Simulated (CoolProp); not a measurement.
The fluid at 293.15 K and 0.684 MPa flows at 0.41 m/s in a round tube of 25 mm bore and 15 µm roughness, fully developed (64/Re and Nu = 3.66 if laminar; Colebrook and Gnielinski if turbulent). The same conditions are run with several fluids, on thermodynamics alone (safety and materials aside).

Computed with CoolProp (reference Helmholtz-energy equation of state of each fluid (methane: Setzmann 1991; CF4 (R14): Platzer 1990; carbon dioxide: Span 1996; ethane: Bücker 2006; nitrogen: Span 2000)). The equations of Platzer and Polt are older, rougher fits.

```tsv
fluid	Reynolds number	Darcy friction factor	pressure drop (Pa/m)	heat-transfer coefficient (W/(m² K))	mass flow (kg/h)
methane	4200	0.0399	0.612	19.2	3.30
CF4 (R14)	15000	0.0289	2.47	28.1	18.4
carbon dioxide	8920	0.0327	1.41	19.3	9.29
ethane	9790	0.0320	0.960	26.7	6.48
nitrogen	4570	0.0390	1.03	15.6	5.70
```

Transport values come from each fluid's own correlations; those of CF4 (R14) are estimates that may be off by 10 % or more.
